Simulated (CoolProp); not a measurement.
1,2-dichloroethane at 282.26 K and 0.555 MPa is throttled through a valve to 0.27 MPa with no heat exchange. Each further row changes one setting.

Computed with CoolProp (reference Helmholtz-energy equation of state, Thol 2015).

```tsv
case	temperature change (K)
as stated	+0.1
outlet pressure 0.081 MPa	+0.2
outlet pressure 0.351 MPa	+0.1
```
